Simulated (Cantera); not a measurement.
Cantera run, input and output.

```python
import numpy as np
import cantera as ct

gas = ct.Solution("gri30.yaml")
gas.TPX = 1175, 1500, {'C3H8': 1, 'H2': 3.1}
reactor = ct.IdealGasConstPressureReactor(gas, energy="off", clone=False)
net = ct.ReactorNet([reactor])
net.rtol, net.atol = 1e-08, 1e-18
show = ['C3H8', 'H2', 'CH4', 'C2H6', 'C2H4', 'C2H', 'C2H2']
times = np.geomspace(3e-06, 200, 13)

steps = ct.SolutionArray(gas, extra=["t"])
rows = []
print(f"{'t/s':>10s}{'T/K':>9s}{'P/Pa':>11s}" + "".join(f"{s:>11s}" for s in show))
for t in times:
    while net.time < t:
        t_next = net.step()
        steps.append(gas.state, t=t_next)
    rows.append([np.interp(t, steps.t, y) for y in (steps.T, steps.P, *steps(*show).X.T)])
    print(f"{t:10.3e}{rows[-1][0]:9.1f}{rows[-1][1]:11.4g}" + "".join(f"{x:11.3e}" for x in rows[-1][2:]))
rate = np.gradient(steps.T, steps.t)
print("integrator steps:", len(steps.t))
if steps.T.max() > steps.T[0] + 200:
    print(f"time of steepest temperature rise: {steps.t[rate.argmax()]:.4e} s")
gas.TPX = 1175, 1500, {'C3H8': 1, 'H2': 3.1}
gas.equilibrate("TP")
print(f"equilibrium (TP): T = {gas.T:.1f} K  " + "  ".join(f"{s} {gas[s].X[0]:.3e}" for s in show))
```

Output:

```
       t/s      T/K       P/Pa       C3H8         H2        CH4       C2H6       C2H4        C2H       C2H2
 3.000e-06   1175.0       1500  2.439e-01  7.561e-01  3.339e-09  9.250e-10  3.018e-09  1.868e-30  3.628e-18
 1.346e-05   1175.0       1500  2.439e-01  7.561e-01  6.672e-08  1.834e-08  9.021e-08  4.988e-27  4.563e-16
 6.041e-05   1175.0       1500  2.439e-01  7.561e-01  1.387e-06  3.458e-07  3.032e-06  1.000e-23  1.203e-13
 2.711e-04   1175.0       1500  2.438e-01  7.560e-01  3.363e-05  5.332e-06  6.684e-05  3.376e-20  8.326e-11
 1.216e-03   1175.0       1500  2.423e-01  7.552e-01  8.689e-04  5.397e-05  1.162e-03  7.660e-17  4.476e-08
 5.459e-03   1175.0       1500  2.250e-01  7.451e-01  1.343e-02  6.460e-04  1.486e-02  4.082e-14  9.481e-06
 2.449e-02   1175.0       1500  1.461e-01  6.993e-01  7.257e-02  3.214e-03  7.758e-02  1.856e-12  3.484e-04
 1.099e-01   1175.0       1500  1.978e-02  6.266e-01  1.700e-01  3.353e-03  1.751e-01  3.194e-11  4.849e-03
 4.932e-01   1175.0       1500  3.439e-04  6.192e-01  1.845e-01  8.858e-04  1.793e-01  2.400e-11  1.574e-02
 2.213e+00   1175.0       1500  2.678e-06  6.231e-01  1.830e-01  3.874e-04  1.673e-01  1.277e-11  2.622e-02
 9.932e+00   1175.0       1500  4.014e-07  6.321e-01  1.789e-01  2.605e-04  1.385e-01  2.026e-11  5.025e-02
 4.457e+01   1175.0       1500  1.659e-07  6.525e-01  1.697e-01  1.425e-04  7.300e-02  3.516e-11  1.046e-01
 2.000e+02   1175.0       1500  4.310e-08  6.662e-01  1.638e-01  5.716e-05  2.855e-02  3.410e-11  1.414e-01
integrator steps: 1177
equilibrium (TP): T = 1175.0 K  C3H8 3.028e-08  H2 6.360e-01  CH4 2.080e-01  C2H6 4.478e-05  C2H4 2.279e-02  C2H 2.380e-11  C2H2 1.332e-01
```

Computed with Cantera and GRI-Mech 3.0 (53 species, 325 reactions). GRI-Mech 3.0 was tuned for natural gas; its chemistry of propane as a main component is partial and can be far from experiment. GRI-Mech 3.0 stops at C3 and has no aromatics, soot or wall deposition, so with more carbon than oxygen in the feed, carbon stays in small species such as C2H2 where larger ones or solid carbon would form. Radical loss at walls, strong at low pressure, is not modelled.
